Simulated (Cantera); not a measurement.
Input: 1 mol Si₂Cl₆, 0.062 mol HCl, 57 mol N₂, at 2100 Pa.

Cantera equilibrium calculation (NASA polynomials, part measured and part estimated; ideal gas, pure solids and liquids). Candidate condensed phases: NH₄Cl, Si, Si₃N₄; 28 gas species. The feed counts by its element totals alone. N₂ is the only nitrogen source here; it is nearly inert below about 1500 K, so the nitride shown seldom forms there in practice. Equilibrium is a limit: real reactors are often held back by kinetics, nucleation or transport.

Over these rows the condensed part is Si₃N₄(s). Partial pressures as log10 of bar:

| T (K) | 1000/T (1/K) | log p SiCl₂ | log p N₂ | log p SiCl₄ |
|---|---|---|---|---|
| 1000 | 1.0000 | -7.77 | -1.69 | -3.27 |
| 1050 | 0.9524 | -7.07 | -1.69 | -3.27 |
| 1100 | 0.9091 | ? | -1.69 | -3.27 |
| 1150 | 0.8696 | -5.86 | -1.69 | -3.27 |
| 1200 | 0.8333 | -5.33 | -1.69 | -3.28 |
| 1250 | 0.8000 | -4.85 | -1.69 | -3.29 |

Problem. Fit log p(SiCl₂) = a + b·(1000/T) to the five rows, give the apparent enthalpy, and predict the row at 1100 K.

Solution. Means: 1000/T = 0.8911, log p = -6.176. Sxy = -0.404880, Sxx = 0.0277192, so b = -14.61 and a = -6.176 − (-14.61)×0.8911 = 6.84.
Apparent enthalpy: −19.145 × (-14.61) = 280 kJ/mol. With the condensed phases at unit activity, 1/6 Si₃N₄(s) + 1/2 SiCl₄(g) = SiCl₂(g) + 1/3 N₂(g) links this pressure to the main gases: over the six rows their terms move log p by -0.01 in all, so the slope is close to that reaction's ΔH°. The five rows lie within 0.01 of the line.
Prediction at 1100 K: 6.84 + (-14.61)×0.9091 = -6.44. The computed value is -6.43, 0.01 from the line.
